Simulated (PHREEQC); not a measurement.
Solution A (1.3 mmol/kgw H3BO3) is mixed with solution B (0.034 mol Cu(NO3)2, 0.00069 mol H2SO4 and 0.004 mol H3BO3 per kg of water) at 25 °C; shares are by mass of water, 1 kg in all. O2 is buffered at 0.21 atm. No CO2 enters from the air. Solids allowed: Cu(OH)2, Brochantite, Antlerite, Cu2(OH)3NO3, Chalcanthite. Others were left out.

Equilibrium calculation in PHREEQC: ion-association model, wateq4f.dat.

Problem. Predict pH at share of solution B = 0.1, 0.8.

Solution. 
```tsv
share of solution B	pH
0.1	3.90
0.8	3.04
```
